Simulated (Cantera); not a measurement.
A diamond (100) surface in a fixed gas of H2 with x(CH4) = 0.0064, x(H) = 0.0085, x(CH3) = 0.00033, at 1150 K; coverages are run to steady state.

Detailed kinetics in Cantera: the Harris–Goodwin 1993 mechanism for the reconstructed diamond (100) surface.

θ: site fractions in the mechanism's names (c6HH fully hydrogenated, c6H* and c6*H radical sites, c6** diradical, c6HM methylated).

```csv
P (Pa),growth (µm/h),θ c6HH,θ c6H*,θ c6*H,θ c6**,θ c6HM
970,0.844,0.472,0.0329,0.466,0.0235,0.00287
1600,1.86,0.471,0.0329,0.465,0.0234,0.00408
2600,…,0.471,0.0328,0.464,0.0234,…
4200,…,0.470,0.0328,0.463,0.0233,…
6800,14.6,0.469,0.0327,0.462,0.0233,0.00810
11000,26.5,0.468,0.0328,0.461,0.0232,0.00916
18000,47.0,0.467,0.0328,0.461,0.0232,0.00999
29000,79.8,0.467,0.0330,0.460,0.0233,0.0106
```

Question: Complete the blanks.

Answer: 
- 2600, growth (µm/h): 3.89
- 2600, θ c6HM: 0.00543
- 4200, growth (µm/h): 7.71
- 4200, θ c6HM: 0.00682
